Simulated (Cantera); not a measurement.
Adiabatic ignition

An adiabatic, constant-pressure homogeneous reactor starts with CH4 : O2 : N2 = 1 : 1.18 : 4.42 (molar parts), equivalence ratio 1.7, at 1150 K and 2.00 bar.

Detailed kinetics in Cantera: GRI-Mech 3.0 (53 species, 325 reactions).

```json
[
 {"t (s)": "1.00e-6", "T (K)": "1150", "x CH4": "0.152", "x O2": "0.179", "x H": "2.12e-12", "x NO": "<1e-12", "x C2H": "<1e-12"},
 {"t (s)": "3.88e-6", "T (K)": "1150", "x CH4": "0.152", "x O2": "0.179", "x H": "2.53e-12", "x NO": "<1e-12", "x C2H": "<1e-12"},
 {"t (s)": "1.51e-5", "T (K)": "1150", "x CH4": "0.152", "x O2": "0.179", "x H": "3.46e-12", "x NO": "<1e-12", "x C2H": "<1e-12"},
 {"t (s)": "5.84e-5", "T (K)": "1150", "x CH4": "0.152", "x O2": "0.179", "x H": "7.64e-12", "x NO": "<1e-12", "x C2H": "<1e-12"},
 {"t (s)": "0.000227", "T (K)": "1150", "x CH4": "0.152", "x O2": "0.179", "x H": "3.36e-11", "x NO": "<1e-12", "x C2H": "<1e-12"},
 {"t (s)": "0.000879", "T (K)": "1150", "x CH4": "0.152", "x O2": "0.179", "x H": "2.88e-10", "x NO": "<1e-12", "x C2H": "<1e-12"},
 {"t (s)": "0.00341", "T (K)": "1150", "x CH4": "0.151", "x O2": "0.179", "x H": "7.65e-10", "x NO": "<1e-12", "x C2H": "<1e-12"},
 {"t (s)": "0.0132", "T (K)": "1151", "x CH4": "0.151", "x O2": "0.179", "x H": "1.90e-9", "x NO": "<1e-12", "x C2H": "<1e-12"},
 {"t (s)": "0.0514", "T (K)": "1169", "x CH4": "0.148", "x O2": "0.176", "x H": "3.86e-8", "x NO": "<1e-12", "x C2H": "<1e-12"},
 {"t (s)": "0.199", "T (K)": "2417", "x CH4": "1.70e-11", "x O2": "1.55e-5", "x H": "0.00408", "x NO": "0.000148", "x C2H": "<1e-12"},
 {"t (s)": "0.773", "T (K)": "2417", "x CH4": "1.70e-11", "x O2": "1.55e-5", "x H": "0.00408", "x NO": "0.000148", "x C2H": "<1e-12"},
 {"t (s)": "3.00", "T (K)": "2417", "x CH4": "1.70e-11", "x O2": "1.55e-5", "x H": "0.00408", "x NO": "0.000148", "x C2H": "<1e-12"}
]
```
x: mole fraction; the columns are a selection and need not sum to one.

| Quantity | Value |
|---|---|
| time of steepest temperature rise | 66.7 ms |
| temperature at 3.00 s | 2417 K |
| equilibrium temperature | 2417 K |
| x(CH4) at 3.00 s | 1.70e-11 (gas-phase equilibrium 1.92e-11) |
| x(O2) at 3.00 s | 1.55e-5 (gas-phase equilibrium 1.55e-5) |
| x(H) at 3.00 s | 0.00408 (gas-phase equilibrium 0.00408) |
